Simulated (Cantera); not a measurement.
# Low-pressure radical oxidation in H2/O2

A perfectly stirred reactor is fed with H₂ : O₂ : N₂ = 0.18 : 1 : 0.32 (molar parts), at 2000 Pa; it is held at 950 K, and followed from long to short residence time.

Model: the H2/O2 subset of GRI-Mech 3.0, which has no nitrogen chemistry, integrated in Cantera. Radical loss at walls, strong at low pressure, is not modelled. The temperature is held fixed by assumption; the heat of reaction is taken as removed at once.

```csv
τ (s),x H₂,x O₂,x H₂O₂,x H,x HO₂
1.2,0.00112,0.645,3.16e-7,0.000108,7.82e-6
0.38,0.00214,0.645,3.84e-7,0.000337,1.05e-5
0.12,0.00403,0.644,4.51e-7,0.00104,1.31e-5
0.038,0.00751,0.642,5.05e-7,0.00311,1.51e-5
0.012,0.0140,0.640,5.21e-7,0.00856,1.59e-5
0.0038,0.0263,0.636,4.90e-7,0.0189,1.52e-5
0.0012,0.0509,0.638,4.24e-7,0.0251,1.30e-5
```
x: mole fraction; the columns are a selection and need not sum to one.
